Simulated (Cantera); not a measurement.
A Cantera script and what it prints.

```python
import numpy as np
import cantera as ct

gas_names = [...]  # 87 gases of nasa_gas.yaml made of C, H, Si
cond_names = """
    C(gr) C6H6(L) C7H8(L) C8H18(L),n-octa Si(cr) Si(L) SiC(b)
""".split()


# ... load() reads the species with a 1 bar reference pressure and builds the phases ...
atoms = {
    'CH3SiH3': {'C': 1, 'H': 6, 'Si': 1},
    'C2H2': {'C': 2, 'H': 2},
    'H2': {'H': 2},
}
top_T = {'C(gr)': 4500, 'SiC(b)': 3050}  # K; cautious upper limits of use, not melting points


# ... equilibrate(T, P, feed) seeds the gas with the atoms and calls Mixture.equilibrate('TP', solver="vcs", rtol=1e-11, max_steps=5000) ...
results = []
feed = {'CH3SiH3': 1, 'C2H2': 1.2, 'H2': 110}  # mol
P = 1333.22  # Pa
for T in [1898, 1973, 2048, 2123, 2198, 2273, 2348, 2423, 2498]:
    mix = equilibrate(T, P, feed)
    results.append((T, P, feed, dict(zip(mix.species_names, mix.species_moles))))

top = {s: max(r[3][s] / sum(r[3][g] for g in gas_names) for r in results) for s in gas_names}
cols = sorted((s for s in top if top[s] > 1e-05), key=lambda s: -top[s])[:7]
seen = [c for c in cond_names if any(r[3].get(c, 0) > 1e-12 for r in results)]
print("log10 of partial pressures in bar; condensed amounts in mol")
print(f"{'T/K':>10s}" + "".join(f"{s[:9]:>10s}" for s in cols + seen))
for T, P, feed, n in results:
    ng = sum(n[g] for g in gas_names)
    print(f"{T:10.4g}" + "".join(f"{np.log10(max(n[s] / ng * P / 1e5, 1e-99)):10.3f}" for s in cols)
          + "".join(f"{n.get(c, 0):10.4g}" for c in seen))
```

Result:

```
log10 of partial pressures in bar; condensed amounts in mol
       T/K        H2         H C2H2,acet        Si      SiC2      Si2C       SiH     C(gr)    SiC(b)
      1898    -1.878    -4.046    -5.303    -6.344    -7.946    -8.105    -7.343     2.318    0.9952
      1973    -1.881    -3.810    -5.074    -5.806    -7.244    -7.418    -6.887     2.269    0.9837
      2048    -1.884    -3.592    -4.864    -5.307    -6.596    -6.784    -6.466     2.208    0.9483
      2123    -1.890    -3.390    -4.671    -4.845    -5.994    -6.195    -6.076     2.157    0.8459
      2198    -1.899    -3.204    -4.495    -4.414    -5.434    -5.648    -5.715     2.182    0.5669
      2273    -1.912    -3.032    -4.336    -4.069    -4.970    -5.253    -5.439     2.325         0
      2348    -1.927    -2.872    -4.190    -4.065    -4.854    -5.521    -5.500     1.928         0
      2423    -1.949    -2.726    -4.060    -4.076    -4.761    -5.801    -5.576      1.41         0
      2498    -1.977    -2.592    -3.946    -4.097    -4.686    -6.089    -5.662    0.7579         0
```

These are equilibrium values from Cantera (NASA tables, ideal gas, pure condensed phases), not measurements of a reactor. The feed counts by its element totals alone. Gases not in the tables: Si2H6 and higher silanes.
